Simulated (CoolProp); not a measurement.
Saturated liquid density (kg/m³) of p-xylene: the reference equation beside estimates from Tc = 616.2 K, pc = 35.32 bar, ω = 0.324.

Computed with CoolProp (reference Helmholtz-energy equation of state, Zhou 2012).

| T (K) | reference | Soave-Redlich-Kwong | Peng-Robinson |
|---|---|---|---|
| 448.2 | 715.0 | 620.2 | 702.6 |
| 460.6 | 701.2 | 606.5 | 687.5 |
| 473 | 687.0 | 592.0 | 671.4 |
| 485.4 | 672.1 | 576.6 | 654.2 |
| 497.8 | 656.5 | 560.0 | 635.6 |
| 510.2 | 640.1 | 542.3 | 615.6 |
| 522.6 | 622.6 | 523.1 | 593.8 |
| 535 | 603.8 | 502.3 | 570.0 |
| 547.4 | 583.4 | 479.5 | 543.7 |
| 559.8 | 560.7 | 454.3 | 514.5 |

Absolute difference from the reference over all 10 rows, mean and median: Soave-Redlich-Kwong 15.4 and 15.0 %, Peng-Robinson 4.1 and 3.5 %.
